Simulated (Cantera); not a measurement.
An isothermal, constant-pressure homogeneous reactor starts with CH₄ : H₂ : O₂ = 0.022 : 1 : 0.0012 (molar parts), at 1623 K and 12.0 Torr. Integrator tolerance rtol = 1e-08.

Cantera simulation using GRI-Mech 3.0 (53 species, 325 reactions); the numbers are that mechanism's predictions, not measurements. GRI-Mech 3.0 stops at C3 and has no aromatics, soot or wall deposition, so with more carbon than oxygen in the feed, carbon stays in small species such as C2H2 where larger ones or solid carbon would form. Radical loss at walls, strong at low pressure, is not modelled.

Question: What does this change do: temperature 1623 to 2548 K?

Answer: 
| quantity | before | after |
|---|---|---|
| x(CH₄) at 100 s | 0.000939 (gas-phase equilibrium 0.000374) | 1.18e-6 (gas-phase equilibrium 1.19e-6) |
| x(H₂) at 100 s | 0.987 (gas-phase equilibrium 0.988) | 0.773 (gas-phase equilibrium 0.773) |
| x(O₂) at 100 s | <1e-12 (gas-phase equilibrium <1e-12) | <1e-12 (gas-phase equilibrium <1e-12) |
| x(C₂H) at 100 s | 2.03e-8 (gas-phase equilibrium 1.93e-8) | 0.000181 (gas-phase equilibrium 0.000181) |
| x(HO₂) at 100 s | <1e-12 (gas-phase equilibrium <1e-12) | <1e-12 (gas-phase equilibrium <1e-12) |
